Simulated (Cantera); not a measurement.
What does this Cantera script print?

```python
import numpy as np
import cantera as ct

gas = ct.Solution("gri30.yaml")
gas.TPX = 1573, 2666, {'CH4': 1, 'N2': 21}
reactor = ct.IdealGasConstPressureReactor(gas, energy="off", clone=False)
net = ct.ReactorNet([reactor])
net.rtol, net.atol = 1e-08, 1e-18
show = ['CH4', 'C2H4', 'CH3', 'CH2', 'C2H2', 'C2H', 'H2']
times = np.geomspace(0.0008, 5, 10)

steps = ct.SolutionArray(gas, extra=["t"])
rows = []
print(f"{'t/s':>10s}{'T/K':>9s}{'P/Pa':>11s}" + "".join(f"{s:>11s}" for s in show))
for t in times:
    while net.time < t:
        t_next = net.step()
        steps.append(gas.state, t=t_next)
    rows.append([np.interp(t, steps.t, y) for y in (steps.T, steps.P, *steps(*show).X.T)])
    print(f"{t:10.3e}{rows[-1][0]:9.1f}{rows[-1][1]:11.4g}" + "".join(f"{x:11.3e}" for x in rows[-1][2:]))
rate = np.gradient(steps.T, steps.t)
print("integrator steps:", len(steps.t))
if steps.T.max() > steps.T[0] + 200:
    print(f"time of steepest temperature rise: {steps.t[rate.argmax()]:.4e} s")
gas.TPX = 1573, 2666, {'CH4': 1, 'N2': 21}
gas.equilibrate("TP")
print(f"equilibrium (TP): T = {gas.T:.1f} K  " + "  ".join(f"{s} {gas[s].X[0]:.3e}" for s in show))
```

It prints:

```
       t/s      T/K       P/Pa        CH4       C2H4        CH3        CH2       C2H2        C2H         H2
 8.000e-04   1573.0       2666  4.545e-02  1.518e-10  2.591e-06  1.002e-11  1.202e-13  1.403e-20  1.267e-06
 2.113e-03   1573.0       2666  4.545e-02  3.138e-09  6.935e-06  5.724e-11  6.839e-12  2.181e-18  3.446e-06
 5.580e-03   1573.0       2666  4.544e-02  6.007e-08  1.837e-05  3.553e-10  3.558e-10  3.025e-16  9.298e-06
 1.474e-02   1573.0       2666  4.540e-02  1.102e-06  4.820e-05  2.283e-09  1.800e-08  3.926e-14  2.657e-05
 3.892e-02   1573.0       2666  4.528e-02  1.913e-05  1.238e-04  1.411e-08  9.155e-07  3.653e-12  1.050e-04
 1.028e-01   1573.0       2666  4.446e-02  2.795e-04  2.942e-04  7.352e-08  4.650e-05  1.491e-10  8.594e-04
 2.714e-01   1573.0       2666  3.830e-02  1.604e-03  4.463e-04  1.864e-07  1.601e-03  3.685e-09  8.264e-03
 7.169e-01   1573.0       2666  2.546e-02  6.785e-04  2.946e-04  1.328e-07  8.744e-03  1.547e-08  2.774e-02
 1.893e+00   1573.0       2666  1.334e-02  1.478e-04  1.647e-04  8.406e-08  1.513e-02  2.724e-08  4.575e-02
 5.000e+00   1573.0       2666  5.004e-03  2.621e-05  7.364e-05  4.671e-08  1.928e-02  4.079e-08  5.792e-02
integrator steps: 1105
equilibrium (TP): T = 1573.0 K  CH4 1.215e-05  C2H4 1.145e-06  CH3 2.421e-07  CH2 2.152e-10  C2H2 4.691e-03  C2H 1.333e-08  H2 6.516e-02
```

Computed with Cantera and GRI-Mech 3.0 (53 species, 325 reactions). GRI-Mech 3.0 stops at C3 and has no aromatics, soot or wall deposition, so with more carbon than oxygen in the feed, carbon stays in small species such as C2H2 where larger ones or solid carbon would form. Radical loss at walls, strong at low pressure, is not modelled.
